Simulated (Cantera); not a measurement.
A Cantera script and what it prints.

```python
import numpy as np
import cantera as ct

gas_names = [...]  # 87 gases of nasa_gas.yaml made of C, H, Si
cond_names = """
    C(gr) C6H6(L) C7H8(L) C8H18(L),n-octa Si(cr) Si(L) SiC(b)
""".split()


# ... load() reads the species with a 1 bar reference pressure and builds the phases ...
atoms = {
    'CH3SiH3': {'C': 1, 'H': 6, 'Si': 1},
    'C2H2': {'C': 2, 'H': 2},
    'H2': {'H': 2},
}
top_T = {'C(gr)': 4500, 'SiC(b)': 3050}  # K; cautious upper limits of use, not melting points


# ... equilibrate(T, P, feed) seeds the gas with the atoms and calls Mixture.equilibrate('TP', solver="vcs", rtol=1e-11, max_steps=5000) ...
results = []
feed = {'CH3SiH3': 1, 'C2H2': 0.0077, 'H2': 1200}  # mol
T = 2275  # K
P = 44000  # Pa
mix = equilibrate(T, P, feed)
results.append((T, P, feed, dict(zip(mix.species_names, mix.species_moles))))
print(gas.report(threshold=1e-06))
for i in range(1, mix.n_phases):
    print(f"{mix.phase(i).name:16s} {mix.phase_moles(i):12.5e} mol")
```

Result:

```
       temperature   2275 K
          pressure   44000 Pa
           density   0.0047344 kg/m^3
  mean mol. weight   2.0353 kg/kmol
   phase of matter   gas

                          1 kg             1 kmol
                     ---------------   ---------------
          enthalpy        3.2159e+07        6.5454e+07  J
   internal energy        2.2866e+07        4.6538e+07  J
           entropy             98290        2.0005e+05  J/K
    Gibbs function       -1.9145e+08       -3.8966e+08  J
 heat capacity c_p             17154             34913  J/K
 heat capacity c_v             13069             26598  J/K

                      mass frac. Y      mole frac. X     chem. pot. / RT
                     ---------------   ---------------   ---------------
               CH3        5.4972e-05        7.4416e-06           -35.294
               CH4        0.00024104         3.058e-05           -45.661
    C2H2,acetylene         0.0048511        0.00037919           -29.122
                 H         0.0062945           0.01271           -10.367
                H2           0.97673           0.98608           -20.734
                Si         0.0069914        0.00050666           -7.8089
              SiC2        0.00016568        6.4713e-06           -16.197
               SiH          0.001833        0.00012824           -18.176
              SiH2         0.0018277        0.00012358           -28.543
               Si2        7.7232e-05        2.7984e-06           -15.618
              Si2C        0.00090628        2.7054e-05           -19.812
     [  +76 minor]        2.3929e-05        1.4466e-06

C(gr)             0.00000e+00 mol
Si(L)             0.00000e+00 mol
SiC(b)            0.00000e+00 mol
```

Method: chemical equilibrium by Gibbs-energy minimisation in Cantera with the NASA 1993 tables (ideal gas, pure condensed phases). The feed counts by its element totals alone. Gases not in the tables: Si2H6 and higher silanes.
